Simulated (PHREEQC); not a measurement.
Silver or lead bath: speciation

Dissolve 150 mmol/kgw AgNO3, 25 mmol/kgw HNO3 and 130 mmol/kgw Zn(NO3)2 at 90 °C. Closed to the air; pH follows from the charge balance.

Equilibrium calculation in PHREEQC: ion-association model, wateq4f.dat.

```yaml
pH: 1.74
ionic_strength: 0.554 mol/kgw
activity_of_water: 0.988
total_alkalinity: -25.0 meq/kg
```

| species | molality | activity | log γ |
|---|---|---|---|
| NO3- | 0.424 | 0.240 | -0.248 |
| Ag+ | 0.139 | 0.0981 | -0.152 |
| Zn+2 | 0.130 | 0.0264 | -0.692 |
| H+ | 0.0250 | 0.0184 | -0.133 |
| AgNO3 | 0.0106 | 0.0121 | 0.055 |
| ZnOH+ | 1.27e-7 | 8.91e-8 | -0.152 |

Precipitation was switched off in this run. Complexes and solids missing from the database can't appear. Constants without temperature data keep their 25 °C values here.
